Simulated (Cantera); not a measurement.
Mixture: CH₄ : O₂ : N₂ = 1 : 1.25 : 4.7 (molar parts), equivalence ratio 1.6, at 11300 Torr, adiabatic and at constant volume. Ignition delay is the time to a rise of 400 K.

Computed with Cantera and GRI-Mech 3.0 (53 species, 325 reactions). The pressure lies above the range GRI-Mech 3.0 was tuned for (to about 10 atm).

### Question
What does this change do: 0.36 parts H2 added?

### Answer
| quantity | before | after |
|---|---|---|
| delay at 1250 K | 1.99 ms | 0.220 ms |
| delay at 1350 K | 0.658 ms | 0.108 ms |
| delay at 1450 K | 0.238 ms | 55.9 µs |
| delay at 1550 K | 92.1 µs | 29.5 µs |
| delay at 1650 K | 38.1 µs | 15.7 µs |
| apparent activation energy between 1550 and 1650 K | 190 kJ/mol | 130 kJ/mol |
